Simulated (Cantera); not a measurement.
Feed: 1 mol V, 1.2 mol NH3, 340 mol H2, at 6.00 Pa.

These are equilibrium values from Cantera (NASA tables, ideal gas, pure condensed phases), not measurements of a reactor. Candidate condensed phases: V, VN; 11 gas species. Kinetics and transport are ignored.

Question: At 1802 °C, list the 4 most abundant gas species with their mole fractions, and the condensed phases.

Answer: H2 0.707, H 0.289, V 0.00249, N2 0.00149. Condensed: gas only.
